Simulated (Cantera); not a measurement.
A perfectly stirred reactor is fed with CH4 : O2 : N2 = 1 : 4.76 : 17.9 (molar parts), equivalence ratio 0.42, at 1.00 bar; it is adiabatic with a 373 K inlet, and is followed from long to short residence time, starting on the burning branch (τ in s: 0.067, 0.031, 0.014, 0.0066, 0.0031, 0.0014, 0.00066, 0.0003, 0.00014, 6.5e-05, 3e-05, 1.4e-05).

Model: GRI-Mech 3.0 (53 species, 325 reactions), integrated in Cantera.

Problem. What does this change do: inlet temperature 373 to 525 K?

Solution. 
```
quantity                                                                      before                                after
------------------------------------------------  ----------------------------------  -----------------------------------
blow-out, bracketed by the residence times tried  burning at 6.60 ms, out at 3.10 ms  burning at 1.40 ms, out at 0.660 ms
x(CH4) at τ = 67.0 ms                                                        7.26e-5                              3.45e-5
x(O2) at τ = 67.0 ms                                                           0.117                                0.117
x(HCO) at τ = 67.0 ms                                                        1.79e-8                              1.64e-8
x(CH2) at τ = 67.0 ms                                                        2.40e-8                              2.62e-8
x(NO) at τ = 67.0 ms                                                         5.07e-7                              1.71e-6
x(CH4) at τ = 0.660 ms                                                        0.0423                               0.0423
x(O2) at τ = 0.660 ms                                                          0.201                                0.201
x(HCO) at τ = 0.660 ms                                                        <1e-12                               <1e-12
x(CH2) at τ = 0.660 ms                                                        <1e-12                               <1e-12
x(NO) at τ = 0.660 ms                                                         <1e-12                               <1e-12
```
